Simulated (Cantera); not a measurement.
A perfectly stirred reactor is fed with CH₄ : O₂ : N₂ = 1 : 1.43 : 5.37 (molar parts), equivalence ratio 1.4, at 28000 Pa; it is adiabatic with a 525 K inlet, and is followed from long to short residence time, starting on the burning branch (τ in s: 0.16, 0.06, 0.023, 0.0088, 0.0034, 0.0013, 0.0005, 0.00019, 7.3e-05).

Computed with Cantera and GRI-Mech 3.0 (53 species, 325 reactions).

Question: What does this change do: N2 5.37 to 4.1 parts?

Answer: 
| quantity | before | after |
|---|---|---|
| blow-out, bracketed by the residence times tried | burning at 0.500 ms, out at 0.190 ms | burning at 0.190 ms, out at 73.0 µs |
| x(CH₄) at τ = 0.160 s | 1.75e-5 | 7.59e-6 |
| x(O₂) at τ = 0.160 s | 0.000158 | 0.000336 |
| x(C₂H₂) at τ = 0.160 s | 2.10e-7 | 2.25e-8 |
| x(H₂O) at τ = 0.160 s | 0.175 | 0.207 |
| x(OH) at τ = 0.160 s | 0.00155 | 0.00343 |
| x(CH₄) at τ = 3.40 ms | 0.000257 | 0.000141 |
| x(O₂) at τ = 3.40 ms | 0.00173 | 0.00184 |
| x(C₂H₂) at τ = 3.40 ms | 2.07e-5 | 3.81e-6 |
| x(H₂O) at τ = 3.40 ms | 0.171 | 0.201 |
| x(OH) at τ = 3.40 ms | 0.00286 | 0.00567 |

Question: What does this change do: inlet temperature 525 to 323 K?

Answer: 
```tsv
quantity	before	after
blow-out, bracketed by the residence times tried	burning at 0.500 ms, out at 0.190 ms	burning at 1.30 ms, out at 0.500 ms
x(CH₄) at τ = 0.160 s	1.75e-5	3.44e-5
x(O₂) at τ = 0.160 s	0.000158	0.000132
x(C₂H₂) at τ = 0.160 s	2.10e-7	1.05e-6
x(H₂O) at τ = 0.160 s	0.175	0.174
x(OH) at τ = 0.160 s	0.00155	0.000941
x(CH₄) at τ = 3.40 ms	0.000257	0.000507
x(O₂) at τ = 3.40 ms	0.00173	0.00225
x(C₂H₂) at τ = 3.40 ms	2.07e-5	8.63e-5
x(H₂O) at τ = 3.40 ms	0.171	0.172
x(OH) at τ = 3.40 ms	0.00286	0.00167
```

Question: What does this change do: O2 1.43 to 1.1 parts?

Answer: 
```
quantity                                                                        before                               after
------------------------------------------------  ------------------------------------  ----------------------------------
blow-out, bracketed by the residence times tried  burning at 0.500 ms, out at 0.190 ms  burning at 8.80 ms, out at 3.40 ms
x(CH₄) at τ = 0.160 s                                                          1.75e-5                             0.00635
x(O₂) at τ = 0.160 s                                                          0.000158                             0.00104
x(C₂H₂) at τ = 0.160 s                                                         2.10e-7                             0.00668
x(H₂O) at τ = 0.160 s                                                            0.175                               0.136
x(OH) at τ = 0.160 s                                                           0.00155                             2.62e-5
x(CH₄) at τ = 3.40 ms                                                         0.000257                               0.134
x(O₂) at τ = 3.40 ms                                                           0.00173                               0.147
x(C₂H₂) at τ = 3.40 ms                                                         2.07e-5                              <1e-12
x(H₂O) at τ = 3.40 ms                                                            0.171                              <1e-12
x(OH) at τ = 3.40 ms                                                           0.00286                              <1e-12
```
